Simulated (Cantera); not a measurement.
Input (Python, Cantera) and output of one run.

```python
import numpy as np
import cantera as ct

gas_names = """
    O TiCL3 TiOCL2 O3 CL
""".split()
cond_names = """
    Ti4O7(s) Ti4O7(L) Ti2O3(a) Ti2O3(b) Ti2O3(L) TiCL4(L)
""".split()


def load(file, names, dense=False):
    # The tables refer to 1 bar. Condensed volumes are neglected.
    table = {s.name: s for s in ct.Species.list_from_file(file)}
    out = []
    for n in names:
        d = dict(table[n].input_data)
        d["thermo"] = dict(d["thermo"], **{"reference-pressure": 1e5})
        if dense:
            d["equation-of-state"] = {"model": "constant-volume", "density": "1e6 g/cm^3"}
        out.append(ct.Species.from_dict(d))
    return out


species = {s.name: s for s in load("nasa_gas.yaml", gas_names) + load("nasa_condensed.yaml", cond_names)}
# Each term lists the table entries of one substance; the one whose range holds T is used.
reactions = {
    'Ti4O7 + 5 O(g) + 8 TiCl3(g) = 12 TiOCl2(g)':
        [(-1, ['Ti4O7(s)', 'Ti4O7(L)']), (-5, ['O']), (-8, ['TiCL3']), (12, ['TiOCL2'])],
    '3 Ti4O7 = 6 Ti2O3 + O3(g)':
        [(-3, ['Ti4O7(s)', 'Ti4O7(L)']), (6, ['Ti2O3(a)', 'Ti2O3(b)', 'Ti2O3(L)']), (1, ['O3'])],
    'O(g) + TiCl4 = 2 Cl(g) + TiOCl2(g)':
        [(-1, ['O']), (-1, ['TiCL4(L)']), (2, ['CL']), (1, ['TiOCL2'])],
}


def pick(names, T):
    return next(species[n] for n in names if species[n].thermo.min_temp <= T <= species[n].thermo.max_temp)


results = []
for label, terms in reactions.items():
    print(label)
    print("     T/K   dH/kJ  dS/(J/K)   dG/kJ   log10 K")
    for T in [450, 460, 470, 480, 490, 500, 510, 520, 530, 540, 550]:
        used = [(nu, pick(names, T)) for nu, names in terms]
        dH = sum(nu * s.thermo.h(T) for nu, s in used) / 1e6
        dS = sum(nu * s.thermo.s(T) for nu, s in used) / 1e3
        dG = dH - T * dS / 1e3
        logK = -dG * 1e6 / (ct.gas_constant * T * np.log(10))
        results.append((label, T, dH, dS, dG, logK, [s.name for _, s in used]))
        print(f"{T:8g} {dH:8.1f} {dS:8.1f} {dG:8.1f} {logK:8.2f}")
```

Output:

```
Ti4O7 + 5 O(g) + 8 TiCl3(g) = 12 TiOCl2(g)
     T/K   dH/kJ  dS/(J/K)   dG/kJ   log10 K
     450    -82.4    289.3   -212.6    24.67
     460    -83.2    287.6   -215.5    24.47
     470    -84.0    285.9   -218.3    24.26
     480    -84.8    284.2   -221.2    24.07
     490    -85.6    282.5   -224.0    23.88
     500    -86.4    280.8   -226.8    23.70
     510    -87.3    279.1   -229.6    23.52
     520    -88.1    277.5   -232.4    23.35
     530    -89.0    275.8   -235.2    23.18
     540    -89.9    274.2   -237.9    23.01
     550    -90.7    272.6   -240.7    22.86
3 Ti4O7 = 6 Ti2O3 + O3(g)
     T/K   dH/kJ  dS/(J/K)   dG/kJ   log10 K
     450   1233.7    114.7   1182.0  -137.20
     460   1234.7    117.1   1180.9  -134.09
     470   1236.0    119.8   1179.7  -131.11
     480   1243.3    135.4   1178.3  -128.23
     490   1243.8    136.4   1177.0  -125.47
     500   1244.3    137.4   1175.6  -122.81
     510   1244.8    138.4   1174.2  -120.26
     520   1245.4    139.5   1172.8  -117.81
     530   1245.9    140.4   1171.5  -115.45
     540   1246.4    141.4   1170.0  -113.18
     550   1246.9    142.4   1168.6  -110.98
O(g) + TiCl4 = 2 Cl(g) + TiOCl2(g)
     T/K   dH/kJ  dS/(J/K)   dG/kJ   log10 K
     450    244.7    218.0    146.6   -17.02
     460    244.3    217.0    144.5   -16.40
     470    243.8    216.0    142.3   -15.81
     480    243.4    215.1    140.1   -15.25
     490    242.9    214.1    138.0   -14.71
     500    242.5    213.2    135.9   -14.19
     510    242.0    212.3    133.7   -13.70
     520    241.6    211.5    131.6   -13.22
     530    241.1    210.6    129.5   -12.76
     540    240.7    209.8    127.4   -12.32
     550    240.2    209.0    125.3   -11.90
```

Standard-state values (1 bar) from the NASA 1993 polynomials, evaluated with Cantera. Condensed species are held in their standard states even where they would react or evaporate.
